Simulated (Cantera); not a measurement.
An adiabatic, constant-volume homogeneous reactor starts with CH₄ : O₂ : N₂ : H₂O = 1 : 3.39 : 12.7 : 0.44 (molar parts), equivalence ratio 0.59, at 1300 K and 3.20 bar. Integrator tolerance rtol = 1e-08.

Detailed kinetics in Cantera: GRI-Mech 3.0 (53 species, 325 reactions).

Task: What does this change do: pressure from 3.20 bar to 5.00 bar?

Result: 
```
quantity                                                          before                                    after
---------------------------------  -------------------------------------  ---------------------------------------
time of steepest temperature rise                                3.40 ms                                  2.24 ms
temperature at 6.00 s                                             2597 K                                   2611 K
equilibrium temperature                                           2597 K                                   2611 K
x(CH₄) at 6.00 s                   <1e-12 (gas-phase equilibrium <1e-12)    <1e-12 (gas-phase equilibrium <1e-12)
x(O₂) at 6.00 s                    0.0707 (gas-phase equilibrium 0.0707)    0.0705 (gas-phase equilibrium 0.0705)
x(H₂O) at 6.00 s                     0.131 (gas-phase equilibrium 0.131)      0.132 (gas-phase equilibrium 0.132)
x(OH) at 6.00 s                    0.0106 (gas-phase equilibrium 0.0106)  0.00988 (gas-phase equilibrium 0.00988)
x(CH₃) at 6.00 s                   <1e-12 (gas-phase equilibrium <1e-12)    <1e-12 (gas-phase equilibrium <1e-12)
```

Task: What does this change do: initial temperature 1300 to 1175 K?

Result: 
| quantity | before | after |
|---|---|---|
| time of steepest temperature rise | 3.40 ms | 16.7 ms |
| temperature at 6.00 s | 2597 K | 2525 K |
| equilibrium temperature | 2597 K | 2525 K |
| x(CH₄) at 6.00 s | <1e-12 (gas-phase equilibrium <1e-12) | <1e-12 (gas-phase equilibrium <1e-12) |
| x(O₂) at 6.00 s | 0.0707 (gas-phase equilibrium 0.0707) | 0.0715 (gas-phase equilibrium 0.0715) |
| x(H₂O) at 6.00 s | 0.131 (gas-phase equilibrium 0.131) | 0.133 (gas-phase equilibrium 0.133) |
| x(OH) at 6.00 s | 0.0106 (gas-phase equilibrium 0.0106) | 0.00849 (gas-phase equilibrium 0.00849) |
| x(CH₃) at 6.00 s | <1e-12 (gas-phase equilibrium <1e-12) | <1e-12 (gas-phase equilibrium <1e-12) |
